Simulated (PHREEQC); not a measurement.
# Buffer: an equilibrium model

A solution holds 5.5 mmol/kgw NaHCO3, 0.021 mmol/kgw Na2B4O7 and 3.1 mmol/kgw KCl, at 25 °C. Closed to the air; pH follows from the charge balance.

The numbers come from PHREEQC with the ion-association model, phreeqc.dat.

This is a speciation only: nothing precipitates in the calculation.

Task: Predict the pH, specific conductance.

Result: pH 8.34; specific conductance 924 µS/cm.

Task: In which forms is B present?

Result: H3BO3 88 %, H2BO3- 12 % of the B.
